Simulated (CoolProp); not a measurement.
CH2F2 (R32) along the isotherm -8.95 °C: fugacity coefficient from the reference equation and from simpler models built on Tc = 78.1 °C, pc = 5783 kPa, ω = 0.277; each cubic takes its own stable root.

Model: reference Helmholtz-energy equation of state, Tillner-Roth 1997, in CoolProp.

```csv
p (kPa),phase,reference
904,liquid,0.5955
1810,liquid,0.3033
2710,liquid,0.2066
3610,liquid,0.1581
4520,liquid,0.1288
5420,liquid,0.1095
6320,liquid,0.09576
7230,liquid,0.08536
8130,liquid,0.07739
9040,liquid,0.07096
9940,liquid,0.06579
10800,liquid,0.06166
11700,liquid,0.05802
12600,liquid,0.05491
13600,liquid,0.05196
14500,liquid,0.04967
```

**Question.** How far does each simpler model (van der Waals, Soave-Redlich-Kwong) lie from the reference over these 16 states: mean and median of the absolute difference, and the worst?

**Answer.** 
- van der Waals: mean 178.0 %, median 183.7 %, worst +220.9 % at -8.95 °C and 14500 kPa
- Soave-Redlich-Kwong: mean 8.9 %, median 8.9 %, worst +13.3 % at -8.95 °C and 14500 kPa

At some of these states van der Waals gives the other phase, because its saturation line lies elsewhere.
